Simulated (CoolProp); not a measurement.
Fluorine along the isotherm -115.35 °C: density (kg/m³) from the reference equation and from simpler models built on Tc = -128.7 °C, pc = 5.240 MPa, ω = 0.045; each cubic takes its own stable root.

The numbers come from the reference Helmholtz-energy equation of state, de Reuck 1990 in CoolProp.

| p (MPa) | phase | reference | ideal gas | van der Waals | Soave-Redlich-Kwong | Peng-Robinson |
|---|---|---|---|---|---|---|
| 0.655 | gas | 19.59 | 18.97 | 19.57 | 19.62 | 19.71 |
| 1.31 | gas | 40.59 | 37.94 | 40.48 | 40.69 | 41.07 |
| 1.96 | gas | … | 56.76 | 62.83 | … | 64.20 |
| 2.62 | gas | 88.09 | 75.88 | 87.53 | 88.33 | 90.06 |
| 3.27 | gas | 115.2 | 94.70 | 114.4 | 115.5 | 118.4 |
| 3.93 | gas | 146.0 | 113.8 | 145.0 | 146.3 | 150.8 |
| 4.58 | gas | 180.4 | 132.6 | 179.6 | 180.8 | 187.5 |
| 5.24 | supercritical | 221.2 | 151.8 | 221.7 | 221.3 | 231.0 |
| 5.89 | supercritical | 269.4 | 170.6 | 274.2 | 268.7 | 282.3 |
| 6.55 | supercritical | 330.6 | 189.7 | 347.6 | 327.6 | 346.3 |
| 7.2 | supercritical | 408.3 | 208.5 | … | 398.7 | 423.8 |
| 7.86 | supercritical | 505.8 | 227.6 | 526.8 | … | 513.1 |

Some entries are withheld; supply them.


- 1.96, reference: 63.12
- 1.96, Soave-Redlich-Kwong: 63.30
- 7.2, van der Waals: 444.9
- 7.86, Soave-Redlich-Kwong: 480.6
